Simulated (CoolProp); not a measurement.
Vapour-liquid equilibrium of R125 (1) + dimethyl ether (2) at 0.00703 MPa; x and y are mole fractions of (1).

Values from CoolProp's multi-fluid Helmholtz-energy mixture model, Lemmon 2005 and Wu 2011; pair parameters Bell 2016.

Q: Give the bubble temperature and the first vapour's composition at x = 0.45, 0.55, 0.75. Is there an azeotrope?

A: x = 0.45: -78.9 °C, y = 0.709; x = 0.55: -81.2 °C, y = 0.822; x = 0.75: -86.0 °C, y = 0.954. No azeotrope shows between x = 0.05 and 0.95.

Pair parameters are fitted to limited data, so mixtures are less certain than the pure fluids.
